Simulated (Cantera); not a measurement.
A closed system holds: 1 mol Si, a varied amount of NF3, equilibrated at 350 °C and 10.0 mbar.

Cantera equilibrium calculation (NASA polynomials, part measured and part estimated; ideal gas, pure solids and liquids). Candidate condensed phases: Si, Si3N4; 16 gas species. Equilibrium is a limit: real reactors are often held back by kinetics, nucleation or transport.

Q: Which condensed phases are stable at each of these points (n(NF3) (mol)): 0.7, 0.87, 1.1, 1.3, 1.7, 2, 2.5, 3.1, 3.9, 4.8?

A: 
```csv
n(NF3) (mol),condensed phases,Si condensed (%)
0.7,Si3N4(s),47.5
0.87,Si3N4(s),34.7
1.1,Si3N4(s),17.5
1.3,Si3N4(s),2.5
1.7,gas only,0.0
2,gas only,0.0
2.5,gas only,0.0
3.1,gas only,0.0
3.9,gas only,0.0
4.8,gas only,0.0
```

From 0.7 mol NF3 to 1.3 mol NF3 the condensed part is Si3N4(s). From 1.7 mol NF3 to 4.8 mol NF3 nothing is condensed.
